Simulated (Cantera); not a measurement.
## Counterflow diffusion flame

A counterflow diffusion flame at 72000 Pa, nozzles 20 mm apart: fuel side CH4 : C2H6 : C3H8 = 1 : 0.18 : 0.08 (molar parts) at 425 K, oxidiser side O2 : N2 = 0.22 : 0.78 (molar parts) at 400 K, fuel mass flux 0.96 times the oxidiser's; mixture-averaged transport, no radiation.

Model: GRI-Mech 3.0 (53 species, 325 reactions), integrated in Cantera. GRI-Mech 3.0 has no aromatics or soot, which form on the fuel side of real flames. The maximum strain rate includes the flame's own expansion and is several times the mean.

| oxidiser flux (kg/m²/s) | max strain (1/s) | mean strain (1/s) | T max (K) | peak x OH | peak x H | peak x NO | peak x CO | peak x C2H2 |
|---|---|---|---|---|---|---|---|---|
| 0.18 | 190 | 35.8 | 2079 | 0.00845 | 0.00517 | 0.000249 | 0.0594 | 0.0212 |
| 0.24 | 245 | 47.7 | 2066 | 0.00840 | 0.00538 | 0.000231 | 0.0590 | 0.0204 |
| 0.31 | 307 | 61.6 | 2053 | 0.00832 | 0.00556 | 0.000213 | 0.0587 | 0.0195 |
| 0.41 | 395 | 81.5 | 2038 | 0.00817 | 0.00574 | 0.000191 | 0.0584 | 0.0185 |
| 0.54 | 507 | 107 | 2023 | 0.00802 | 0.00591 | 0.000169 | 0.0584 | 0.0176 |
| 0.71 | 650 | 141 | 2007 | 0.00782 | 0.00604 | 0.000146 | 0.0585 | 0.0164 |
| 0.93 | 831 | 185 | 1988 | 0.00753 | 0.00609 | 0.000121 | 0.0587 | 0.0152 |
| 1.2 | 1050 | 239 | 1967 | 0.00716 | 0.00605 | 9.73e-5 | 0.0591 | 0.0137 |
| 1.6 | 1360 | 318 | 1938 | 0.00660 | 0.00586 | 7.01e-5 | 0.0598 | 0.0118 |
x: mole fraction; the columns are a selection and need not sum to one.
